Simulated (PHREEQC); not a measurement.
**Nickel, zinc or cadmium bath: speciation**

Consider water at 20 °C with 0.0025 mol ZnCl2, 0.14 mol KCl and 0.034 mol FeSO4 per kg of water. Closed to the air; pH follows from the charge balance.

Computed with PHREEQC (ion-association model, wateq4f.dat).

Each row changes one thing in this solution. Precipitation was switched off in this run.

| case | pH | ionic strength (mol/kgw) | Fe+2 (mol/kgw) | SO4-2 (mol/kgw) | FeSO4 (mol/kgw) | FeCl+ (mol/kgw) | SI of Melanterite (FeSO4:7H2O) |
|---|---|---|---|---|---|---|---|
| as made | 5.83 | 0.239 | 0.0254 | 0.0212 | 0.00713 | 0.00151 | -2.08 |
| ZnCl2 left out | 5.97 | 0.234 | 0.0252 | 0.0217 | 0.00736 | 0.00146 | -2.07 |
| temperature from 20 to 65 °C | 5.39 | 0.226 | 0.0233 | 0.0169 | 0.00943 | 0.00128 | -2.71 |
| diluted 2-fold with water | 5.93 | 0.123 | 0.0133 | 0.0117 | 0.00325 | 0.000487 | -2.42 |
| KCl replaced by (CH3)4NCl at the same molality | 5.86 | 0.245 | 0.0245 | 0.0250 | 0.00800 | 0.00145 | -2.03 |
| diluted 10-fold with water | 6.17 | 0.0262 | 0.00295 | 0.00281 | 0.000414 | 3.30e-5 | -3.32 |
| temperature from 20 to 60 °C | 5.43 | 0.227 | 0.0235 | 0.0173 | 0.00923 | 0.00130 | -2.65 |

Away from 25 °C the constants follow the database's enthalpies or fits; those with neither stay at their 25 °C values.
